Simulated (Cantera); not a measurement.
A closed system holds: 1 mol TiO2, 6.5 mol C, 0.32 mol H2, held at 1873.15 K and 0.00140 bar.

Equilibrium computed with Cantera from the NASA thermochemical tables; the gas is ideal and each condensed phase is pure. Candidate condensed phases: C, C6H6, C7H8, C8H18, H2O, Ti, TiC, TiO, TiO2, Ti2O3, Ti3O5, Ti4O7; 113 gas species. TiC: taken at fixed stoichiometry. Kinetics and transport are ignored.

Base state: CO 0.859, H2 0.134, H 0.00633, C2H2 (acetylene) 4.20e-5 (mole fractions); condensed: C(graphite) + TiC(s).

Question: What changes in the equilibrium state with this change: temperature from 1873.15 K to 1800 K?

Answer: 
| species | before | after |
|---|---|---|
| CO | 0.859 | 0.861 |
| H2 | 0.134 | 0.136 |
| H | 0.00633 | 0.00353 |
| C2H2 (acetylene) | 4.20e-5 | 2.38e-5 |
| C(graphite), mol | 3.50 | 3.50 |
| TiC(s), mol | 1.00 | 1.00 |
